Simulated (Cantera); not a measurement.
A freely propagating, adiabatic, planar premixed flame of CH3OH : O2 : N2 = 1 : 1.61 : 4.35 (molar parts), equivalence ratio 0.93, unburnt at 675 K and 203 Torr; mixture-averaged transport, grid criteria slope 0.08 and curve 0.16, no radiation.

Computed with Cantera and GRI-Mech 3.0 (53 species, 325 reactions). GRI-Mech 3.0 was tuned for natural gas; its chemistry of methanol as a main component is partial and can be far from experiment. Burning velocities carry a grid error of a few per cent, more on coarse grids.

Q: What does this change do: N2 4.35 to 5.5 parts?

A: 
```
quantity                    before     after
------------------------  --------  --------
laminar burning velocity  251 cm/s  206 cm/s
thermal thickness         0.644 mm  0.760 mm
peak x(C2H2)               9.18e-7   6.34e-7
peak x(CH2)                1.89e-5   1.42e-5
peak x(CH2CO)              1.03e-5   8.04e-6
```
